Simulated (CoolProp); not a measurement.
A simple Rankine cycle with propane: condensing at 298.15 K, boiler at 2.81 MPa, turbine inlet 497.3 K, turbine efficiency 0.65, pump efficiency 0.6, no recuperator. Each further row changes one setting.

Model: reference Helmholtz-energy equation of state, Lemmon 2009, in CoolProp.

```tsv
case	thermal efficiency (%)	net work (kJ/kg)	heat in (kJ/kg)	turbine exit temperature (K)	volume ratio over the turbine
as stated	7.0	52.9	752	465.8	2.91
turbine inlet 517.3 K	6.9	56.0	806	?	?
condensing temperature 290.15 K	8.2	63.6	773	460.4	3.57
boiler pressure 1.97 MPa	4.9	37.6	764	?	?
turbine efficiency 0.55	5.8	43.8	752	469.5	2.94
```

Task: Complete the blanks.

Result: 
- turbine inlet 517.3 K, turbine exit temperature (K): 486.2
- turbine inlet 517.3 K, volume ratio over the turbine: 2.90
- boiler pressure 1.97 MPa, turbine exit temperature (K): 476.9
- boiler pressure 1.97 MPa, volume ratio over the turbine: 2.04
